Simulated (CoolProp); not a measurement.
A single-stage vapour-compression cycle with R143a: evaporating at 203.15 K (dew point), condensing at 226.15 K (bubble point), superheat 2 K, subcooling 8 K, compressor efficiency 0.8, no pressure losses. Each further row changes one setting.

The numbers come from the reference Helmholtz-energy equation of state, Lemmon and Jacobsen 2000 in CoolProp.

```csv
case,cooling COP,pressure ratio,discharge temperature (K),refrigerating effect (kJ/kg),volumetric capacity (kJ/m³)
as stated,…,3.43,249.3,224,337
evaporating temperature 208.15 K,…,2.55,…,…,450
condensing temperature 221.15 K,…,2.69,240.4,230,347
subcooling 13 K,6.98,3.43,249.3,230,347
superheat 12 K,6.67,3.43,260.0,232,331
compressor efficiency 0.7,…,3.43,…,224,337
```

Q: Complete the blanks.

A: 
- as stated, cooling COP: 6.78
- evaporating temperature 208.15 K, cooling COP: 9.05
- evaporating temperature 208.15 K, discharge temperature (K): 243.9
- evaporating temperature 208.15 K, refrigerating effect (kJ/kg): 227
- condensing temperature 221.15 K, cooling COP: 8.82
- compressor efficiency 0.7, cooling COP: 5.93
- compressor efficiency 0.7, discharge temperature (K): 254.7
